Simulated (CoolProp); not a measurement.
Vapour-liquid equilibrium of CHF3 (R23) (1) + R113 (2) at -7.95 °C; x and y are mole fractions of (1).

Model: multi-fluid Helmholtz-energy mixture model, Penoncello 2003 and Marx 1992; pair parameters Bell 2016, in CoolProp.

```json
[
 {"x": "0.05", "bubble pressure (bar)": "1.767", "y at the bubble point": "0.942", "dew pressure at overall composition x (bar)": "0.1062", "liquid density (mol/L)": "8.998"},
 {"x": "0.15", "bubble pressure (bar)": "5.377", "y at the bubble point": "0.980", "dew pressure at overall composition x (bar)": "0.1188", "liquid density (mol/L)": "9.517"},
 {"x": "0.25", "bubble pressure (bar)": "8.777", "y at the bubble point": "0.987", "dew pressure at overall composition x (bar)": "0.1348", "liquid density (mol/L)": "10.08"},
 {"x": "0.35", "bubble pressure (bar)": "11.47", "y at the bubble point": "0.990", "dew pressure at overall composition x (bar)": "0.1556", "liquid density (mol/L)": "10.68"},
 {"x": "0.45", "bubble pressure (bar)": "13.28", "y at the bubble point": "0.991", "dew pressure at overall composition x (bar)": "0.1840", "liquid density (mol/L)": "11.33"},
 {"x": "0.55", "bubble pressure (bar)": "14.38", "y at the bubble point": "0.992", "dew pressure at overall composition x (bar)": "0.2250", "liquid density (mol/L)": "12.02"},
 {"x": "0.65", "bubble pressure (bar)": "15.12", "y at the bubble point": "0.992", "dew pressure at overall composition x (bar)": "0.2895", "liquid density (mol/L)": "12.76"},
 {"x": "0.75", "bubble pressure (bar)": "15.86", "y at the bubble point": "0.993", "dew pressure at overall composition x (bar)": "0.4058", "liquid density (mol/L)": "13.55"},
 {"x": "0.85", "bubble pressure (bar)": "16.94", "y at the bubble point": "0.994", "dew pressure at overall composition x (bar)": "0.6784", "liquid density (mol/L)": "14.38"},
 {"x": "0.95", "bubble pressure (bar)": "18.72", "y at the bubble point": "0.997", "dew pressure at overall composition x (bar)": "2.069", "liquid density (mol/L)": "15.21"}
]
```

No azeotrope shows between x = 0.05 and 0.95.

The pair parameters rest on a limited set of measurements; away from them the model extrapolates. The gap from Raoult's law changes sign with composition, which may be real or a fault of the pair parameters; it wasn't checked against measurements. With so large a gap from Raoult's law the liquid may split in two, which this calculation doesn't test in full.
